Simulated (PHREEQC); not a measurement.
A solution holds 0.48 mol HBr, 0.00076 mol CO2 and 0.00066 mol Li2CO3 per kg of water, at 25 °C. Closed to the air; pH follows from the charge balance.

The numbers come from PHREEQC with the ion-association model, phreeqc.dat.

Q: The ionic strength comes out as 0.480 mol/kgw. What activity coefficients do Br-, Li+, H+ get?

A: Br- 0.62, Li+ 0.71, H+ 0.77.

This is a speciation only: nothing precipitates in the calculation.
